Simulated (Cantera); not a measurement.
## Gas-phase reforming

An isothermal, constant-pressure homogeneous reactor starts with 64.5 % CH4, 35.5 % H2O, at 1900 K and 1280 Torr.

Computed with Cantera and GRI-Mech 3.0 (53 species, 325 reactions). GRI-Mech 3.0 stops at C3 and has no aromatics, soot or wall deposition, so with more carbon than oxygen in the feed, carbon stays in small species such as C2H2 where larger ones or solid carbon would form.

```
t (s)       x CH4    x H2O    x H2O2     x H2   x C2H2
--------  -------  -------  --------  -------  -------
5.00e-6     0.639    0.354  5.79e-12  0.00281  2.57e-6
2.51e-5     0.594    0.349  3.21e-11   0.0328  0.00120
0.000126    0.374    0.302  2.79e-11    0.231   0.0565
0.000630    0.155    0.244  1.63e-11    0.447    0.140
0.00316    0.0474    0.199  1.16e-11    0.564    0.165
0.0158     0.0235    0.128  4.60e-12    0.636    0.136
0.0794     0.0136   0.0382    <1e-12    0.711   0.0884
0.398     0.00830  0.00103    <1e-12    0.742   0.0686
1.99      0.00812  2.56e-6    <1e-12    0.743   0.0681
10.0      0.00812  2.56e-6    <1e-12    0.743   0.0681
```
x: mole fraction; the columns are a selection and need not sum to one.

Equilibrium at this temperature and pressure: CH4 0.00812, H2O 2.57e-6, H2O2 <1e-12, H2 0.743, C2H2 0.0681 (gas phase only).
